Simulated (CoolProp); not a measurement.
Values from CoolProp's reference Helmholtz-energy equation of state, McLinden 2015.

### Question
For the fluoroketone C6F12O (FK-5-1-12), give the phase and the cp (kJ/(kg K)), expansivity (1/kK) at 283.2 K and 65.6 bar.

### Answer
- 283.2 K and 65.6 bar: liquid; cp 1.09, expansivity 1.59
